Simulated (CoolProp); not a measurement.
Vapour-liquid equilibrium of dimethyl ether (1) + R236EA (2) at 11.15 °C; x and y are mole fractions of (1).

Computed with CoolProp (multi-fluid Helmholtz-energy mixture model, Wu 2011 and Rui 2013; pair parameters Bell 2016).

| x | bubble pressure (MPa) | y at the bubble point | dew pressure at overall composition x (MPa) | liquid density (mol/L) |
|---|---|---|---|---|
| 0.05 | 0.1250 | 0.061 | 0.1247 | 9.873 |
| 0.15 | 0.1290 | 0.193 | 0.1275 | 10.31 |
| 0.25 | 0.1361 | 0.341 | 0.1314 | 10.77 |
| 0.35 | 0.1479 | 0.499 | 0.1366 | 11.25 |
| 0.45 | 0.1664 | 0.650 | 0.1437 | 11.75 |
| 0.55 | 0.1933 | 0.779 | 0.1532 | 12.28 |
| 0.65 | 0.2290 | 0.874 | 0.1664 | 12.82 |
| 0.75 | 0.2725 | 0.937 | 0.1858 | 13.39 |
| 0.85 | 0.3202 | 0.974 | 0.2177 | 13.96 |
| 0.95 | 0.3667 | 0.994 | 0.2858 | 14.54 |

No azeotrope shows between x = 0.05 and 0.95.

The pair parameters rest on a limited set of measurements; away from them the model extrapolates.
